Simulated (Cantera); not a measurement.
Feed: 1 mol SiCl₄, 4.5 mol HCl, 1.2 mol H₂, held at 823 K and 0.360 bar.

These are equilibrium values from Cantera (NASA tables, ideal gas, pure condensed phases), not measurements of a reactor. Candidate condensed phases: Si; 19 gas species. Kinetics and transport are ignored.

Base state: HCl 0.672, H₂ 0.179, SiCl₄ 0.149, SiHCl₃ 4.80e-5 (mole fractions); condensed: gas only.

What changes in the equilibrium state with this change: 1.4 mol NH₃ added?


```tsv
species	before	after
HCl	0.672	0.474
H₂	0.179	0.347
SiCl₄	0.149	0.105
N₂	0	0.0737
NH₃	0	4.77e-5
SiHCl₃	4.80e-5	9.30e-5
```
Further candidate phases: NH₄Cl, Si₃N₄.
